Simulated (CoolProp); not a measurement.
The fluid at 394.13 K and 1.37 MPa flows at 13 m/s in a round tube of 10 mm bore and 0.25 µm roughness, fully developed (64/Re and Nu = 3.66 if laminar; Colebrook and Gnielinski if turbulent). The same conditions are run with several fluids, on thermodynamics alone (safety and materials aside).

Model: reference Helmholtz-energy equation of state of each fluid (R245fa: Akasaka 2015; R22: Kamei 1995; methane: Setzmann 1991; c-C4F8 (RC318): Platzer 1990; R142b: Lemmon 2006), in CoolProp. The equations of Platzer and Polt are older, rougher fits.

```csv
fluid,Reynolds number,Darcy friction factor,pressure drop (Pa/m),heat-transfer coefficient (W/(m² K)),mass flow (kg/h)
R245fa,[?],0.0133,[?],2020,[?]
R22,280000,[?],4950,846,144
methane,61600,0.0201,[?],627,24.8
c-C4F8 (RC318),[?],0.0126,10800,2230,374
R142b,454000,0.0137,5730,1320,182
```

Some entries are withheld; supply them.


- R245fa, Reynolds number: 561000
- R245fa, pressure drop (Pa/m): 7890
- R245fa, mass flow (kg/h): 259
- R22, Darcy friction factor: 0.0149
- methane, pressure drop (Pa/m): 1140
- c-C4F8 (RC318), Reynolds number: 808000

Transport values come from each fluid's own correlations; those of R245fa, R22, c-C4F8 (RC318), R142b are estimates that may be off by 10 % or more.
